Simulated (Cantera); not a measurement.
Input: 1 mol CuO, 0.76 mol CH4, 17 mol H2, held at 133 Pa.

Equilibrium computed with Cantera from the NASA thermochemical tables; the gas is ideal and each condensed phase is pure. Candidate condensed phases: C, C6H6, C7H8, C8H18, Cu, CuO, Cu(OH)2, Cu2O, H2O; 113 gas species. The numbers say what is thermodynamically allowed, not how fast it happens.

### Question
At 2600 K, list the 5 most abundant gas species with their mole fractions, and the condensed phases.

### Answer
H 0.603, H2 0.329, Cu 0.0343, CO 0.0260, H2O 0.00423. Condensed: gas only.
